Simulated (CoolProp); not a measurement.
Properties of fluorine along the isobar 6.74 MPa.

The numbers come from the reference Helmholtz-energy equation of state, de Reuck 1990 in CoolProp.

```tsv
T (K)	phase	density (kg/m³)	cv (kJ/(kg K))	isothermal compressibility (1/MPa)
88.7	liquid	1494	0.8194	0.001802
99.9	liquid	…	0.7842	0.002566
111.1	liquid	1328	0.7543	0.003855
122.3	liquid	1228	…	0.006439
133.5	liquid	1102	0.7167	0.01360
144.7	supercritical	…	0.7488	0.06038
155.9	supercritical	381.7	…	0.3672
167.1	supercritical	…	0.6741	0.2331
178.3	supercritical	…	0.6456	0.1983
```

**Question.** Fill in the missing entries.

**Answer.** 
- 99.9, density (kg/m³): 1416
- 122.3, cv (kJ/(kg K)): 0.7307
- 144.7, density (kg/m³): 898.1
- 155.9, cv (kJ/(kg K)): 0.7672
- 167.1, density (kg/m³): 273.1
- 178.3, density (kg/m³): 227.9
